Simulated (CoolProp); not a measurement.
R507A along the isotherm 120.35 °C: Z from the reference equation and from simpler models built on Tc = 70.6 °C, pc = 3.705 MPa, ω = 0.286; each cubic takes its own stable root.

Model: reference Helmholtz-energy equation of state, Lemmon 2003, in CoolProp. It is a pseudo-pure fit of the blend.

```csv
p (MPa),phase,reference,van der Waals,Soave-Redlich-Kwong,Peng-Robinson
0.37,gas,0.9773,0.9784,0.9788,0.9756
0.741,gas,___,0.9560,0.9573,0.9508
1.11,gas,0.9307,0.9329,0.9355,0.9260
1.48,gas,0.9066,0.9089,___,___
1.85,gas,___,0.8838,0.8906,0.8753
2.22,gas,0.8570,0.8576,0.8676,___
2.59,gas,0.8314,0.8301,0.8441,0.8236
2.96,gas,0.8053,0.8011,0.8203,___
3.33,gas,0.7786,0.7704,0.7962,0.7711
3.7,gas,0.7514,0.7376,0.7717,0.7447
4.08,supercritical,___,0.7014,0.7464,0.7175
4.45,supercritical,0.6947,0.6636,0.7216,0.6914
4.82,supercritical,0.6662,0.6231,0.6971,0.6657
5.19,supercritical,0.6377,0.5812,0.6731,0.6407
5.56,supercritical,0.6096,0.5418,0.6500,0.6171
```

### Question
What belongs in the gaps?

### Answer

- 0.741, reference: 0.9542
- 1.48, Soave-Redlich-Kwong: 0.9132
- 1.48, Peng-Robinson: 0.9008
- 1.85, reference: 0.8821
- 2.22, Peng-Robinson: 0.8496
- 2.96, Peng-Robinson: 0.7974
- 4.08, reference: 0.7229
